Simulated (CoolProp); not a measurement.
Vapour-liquid equilibrium of hydrogen sulfide (1) + n-hexane (2) at 3.74 bar; x and y are mole fractions of (1).

Model: multi-fluid Helmholtz-energy mixture model, Lemmon 2006 and Thol 2019; pair parameters Kunz 2012, in CoolProp.

```tsv
x	bubble temperature (°C)	y at the bubble point	dew temperature at overall composition x (°C)	liquid density (mol/L)
0.05	76.6	0.646	[?]	6.997
0.125	23.2	0.950	111.0	7.718
0.2	[?]	0.984	107.0	8.241
0.275	-9.9	0.991	102.9	8.772
0.35	-15.2	0.994	98.5	9.395
0.425	-18.2	0.995	93.7	10.15
0.5	[?]	0.996	88.6	11.09
0.575	[?]	0.996	82.9	12.24
0.65	-23.1	0.997	76.3	13.66
0.725	[?]	0.997	68.5	[?]
0.8	-25.9	0.998	58.9	17.60
0.875	-27.5	0.999	45.7	20.30
0.95	-29.2	0.999	[?]	23.64
```

Q: Complete the blanks.

A: 
- 0.05, dew temperature at overall composition x (°C): 114.7
- 0.2, bubble temperature (°C): 0.4
- 0.5, bubble temperature (°C): -20.2
- 0.575, bubble temperature (°C): -21.7
- 0.725, bubble temperature (°C): -24.5
- 0.725, liquid density (mol/L): 15.42
- 0.95, dew temperature at overall composition x (°C): 23.3

No azeotrope shows between x = 0.05 and 0.95.

Pair parameters are fitted to limited data, so mixtures are less certain than the pure fluids. The gap from Raoult's law changes sign with composition, which may be real or a fault of the pair parameters; it wasn't checked against measurements. With so large a gap from Raoult's law the liquid may split in two, which this calculation doesn't test in full.
